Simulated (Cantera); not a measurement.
**Counterflow diffusion flame**

A counterflow diffusion flame at 0.380 bar, nozzles 20 mm apart: fuel side H2 = 1 (molar parts) at 325 K, oxidiser side O2 : N2 = 0.26 : 0.74 (molar parts) at 373 K, fuel mass flux 0.33 times the oxidiser's; mixture-averaged transport, no radiation.

Model: the H2/O2 subset of GRI-Mech 3.0, which has no nitrogen chemistry, integrated in Cantera. The maximum strain rate includes the flame's own expansion and is several times the mean.

```tsv
oxidiser flux (kg/m²/s)	max strain (1/s)	mean strain (1/s)	T max (K)	peak x OH	peak x H	peak x H2O	peak x HO2
0.23	715	166	2274	0.0282	0.0399	0.300	8.73e-5
0.29	861	210	2229	0.0276	0.0425	0.298	9.65e-5
0.38	1100	275	2172	0.0268	0.0453	0.296	0.000106
0.49	1380	354	2118	0.0258	0.0482	0.295	0.000115
0.64	1770	462	2067	0.0250	0.0517	0.292	0.000126
0.82	2250	592	2018	0.0242	0.0551	0.290	0.000137
1.1	2980	795	1953	0.0227	0.0589	0.288	0.000150
1.4	3740	1010	1897	0.0214	0.0616	0.286	0.000162
```
x: mole fraction; the columns are a selection and need not sum to one.
